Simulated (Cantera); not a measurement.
A freely propagating, adiabatic, planar premixed flame of CH4 : O2 : N2 = 1 : 2.17 : 8.91 (molar parts), unburnt at 375 K and 100.0 Torr; mixture-averaged transport, grid criteria slope 0.08 and curve 0.16, no radiation.

Computed with Cantera and GRI-Mech 3.0 (53 species, 325 reactions). Burning velocities carry a grid error of a few per cent, more on coarse grids.

### Question
Predict: laminar burning velocity; thermal thickness; peak x(CH2O); peak x(C2H); peak x(H).

### Answer
```json
{
  "laminar_burning_velocity": "72.4 cm/s",
  "thermal_thickness": "2.51 mm",
  "peak x(CH2O)": "0.000752",
  "peak x(C2H)": "4.60e-8",
  "peak x(H)": "0.0118"
}
```
